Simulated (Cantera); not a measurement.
A Cantera script and its output.

```python
import numpy as np
import cantera as ct

gas = ct.Solution("gri30.yaml")
gas.TPX = 1598, 50, {'CH4': 1, 'N2': 140}
reactor = ct.IdealGasConstPressureReactor(gas, energy="off", clone=False)
net = ct.ReactorNet([reactor])
net.rtol, net.atol = 1e-08, 1e-18
show = ['CH4', 'HCN', 'H2', 'C2H4', 'CH2', 'H']
times = np.geomspace(5e-06, 90, 14)

steps = ct.SolutionArray(gas, extra=["t"])
rows = []
print(f"{'t/s':>10s}{'T/K':>9s}{'P/Pa':>11s}" + "".join(f"{s:>11s}" for s in show))
for t in times:
    while net.time < t:
        t_next = net.step()
        steps.append(gas.state, t=t_next)
    rows.append([np.interp(t, steps.t, y) for y in (steps.T, steps.P, *steps(*show).X.T)])
    print(f"{t:10.3e}{rows[-1][0]:9.1f}{rows[-1][1]:11.4g}" + "".join(f"{x:11.3e}" for x in rows[-1][2:]))
rate = np.gradient(steps.T, steps.t)
print("integrator steps:", len(steps.t))
if steps.T.max() > steps.T[0] + 200:
    print(f"time of steepest temperature rise: {steps.t[rate.argmax()]:.4e} s")
gas.TPX = 1598, 50, {'CH4': 1, 'N2': 140}
gas.equilibrate("TP")
print(f"equilibrium (TP): T = {gas.T:.1f} K  " + "  ".join(f"{s} {gas[s].X[0]:.3e}" for s in show))
```

Output:

```
       t/s      T/K       P/Pa        CH4        HCN         H2       C2H4        CH2          H
 5.000e-06   1598.0         50  7.092e-03  3.593e-26  8.891e-15  4.247e-24  6.313e-22  3.714e-11
 1.807e-05   1598.0         50  7.092e-03  1.576e-24  1.134e-13  1.871e-22  8.283e-21  1.342e-10
 6.534e-05   1598.0         50  7.092e-03  5.943e-23  1.435e-12  7.135e-21  1.207e-19  4.841e-10
 2.362e-04   1598.0         50  7.092e-03  2.553e-21  1.860e-11  3.204e-19  2.718e-18  1.736e-09
 8.538e-04   1598.0         50  7.092e-03  9.700e-20  2.376e-10  1.447e-17  9.419e-17  6.107e-09
 3.086e-03   1598.0         50  7.092e-03  2.690e-18  2.907e-09  7.611e-16  3.966e-15  2.003e-08
 1.116e-02   1598.0         50  7.092e-03  5.410e-17  3.055e-08  6.176e-14  1.613e-13  5.235e-08
 4.033e-02   1598.0         50  7.092e-03  9.910e-16  2.191e-07  5.648e-12  4.206e-12  8.055e-08
 1.458e-01   1598.0         50  7.090e-03  1.663e-14  1.001e-06  3.759e-10  5.097e-11  8.292e-08
 5.270e-01   1598.0         50  7.084e-03  3.080e-13  3.869e-06  1.932e-08  4.831e-10  8.536e-08
 1.905e+00   1598.0         50  7.062e-03  8.735e-12  1.603e-05  8.713e-07  5.010e-09  1.192e-07
 6.887e+00   1598.0         50  6.904e-03  6.002e-10  1.522e-04  3.090e-05  4.863e-08  6.126e-07
 2.490e+01   1598.0         50  4.870e-03  1.239e-07  2.936e-03  1.985e-04  1.995e-07  7.195e-06
 9.000e+01   1598.0         50  1.416e-03  1.879e-06  8.355e-03  2.147e-05  1.310e-07  2.079e-05
integrator steps: 655
equilibrium (TP): T = 1598.0 K  CH4 2.120e-09  HCN 6.720e-03  H2 1.044e-02  C2H4 9.384e-11  CH2 2.205e-11  H 2.449e-04
```

Detailed kinetics in Cantera: GRI-Mech 3.0 (53 species, 325 reactions). GRI-Mech 3.0 stops at C3 and has no aromatics, soot or wall deposition, so with more carbon than oxygen in the feed, carbon stays in small species such as C2H2 where larger ones or solid carbon would form. Radical loss at walls, strong at low pressure, is not modelled.
